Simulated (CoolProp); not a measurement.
Vapour-liquid equilibrium of benzene (1) + n-octane (2) at 0.188 MPa; x and y are mole fractions of (1).

Model: multi-fluid Helmholtz-energy mixture model, Thol 2012 and Beckmüller 2019; pair parameters Bell 2016, in CoolProp.

Q: Give the bubble temperature and the first vapour's composition at x = 0.05, 0.125, 0.65. Is there an azeotrope?

A: x = 0.05: 144.8 °C, y = 0.144; x = 0.125: 138.4 °C, y = 0.322; x = 0.65: 110.9 °C, y = 0.855. No azeotrope shows between x = 0.05 and 0.95.

Pair parameters are fitted to limited data, so mixtures are less certain than the pure fluids.
